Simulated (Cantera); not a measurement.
An isothermal, constant-pressure homogeneous reactor starts with 1.77 % H2, 98.2 % O2, at 975 K and 0.00671 atm.

Computed with Cantera and GRI-Mech 3.0 (53 species, 325 reactions). Radical loss at walls, strong at low pressure, is not modelled.

x: mole fraction; the columns are a selection and need not sum to one.

```csv
t (s),x H2,x O2,x OH,x O,x H,x H2O
4.00e-5,0.0177,0.982,<1e-12,<1e-12,1.60e-12,<1e-12
0.000137,0.0177,0.982,1.06e-12,1.13e-12,4.78e-12,<1e-12
0.000468,0.0177,0.982,8.45e-12,1.02e-11,1.23e-11,2.68e-12
0.00160,0.0177,0.982,5.46e-11,8.87e-11,3.97e-11,6.11e-11
0.00548,0.0177,0.982,1.07e-9,2.15e-9,6.35e-10,2.58e-9
0.0187,0.0177,0.982,?,?,?,?
0.0641,0.000180,0.972,0.000576,0.00869,0.00159,0.0165
0.219,4.80e-5,0.979,0.000298,0.00327,0.000307,0.0175
0.750,7.61e-6,0.982,0.000119,0.000545,2.03e-5,0.0178
2.56,7.66e-7,0.982,3.91e-5,5.92e-5,7.25e-7,0.0178
8.77,7.92e-8,0.982,1.31e-5,6.59e-6,2.71e-8,0.0178
30.0,?,0.982,?,?,?,0.0178
```

Fill in the missing entries.


- 0.0187, x OH: 8.24e-6
- 0.0187, x O: 1.68e-5
- 0.0187, x H: 4.84e-6
- 0.0187, x H2O: 2.18e-5
- 30.0, x H2: 1.07e-8
- 30.0, x OH: 5.00e-6
- 30.0, x O: 9.52e-7
- 30.0, x H: 1.49e-9
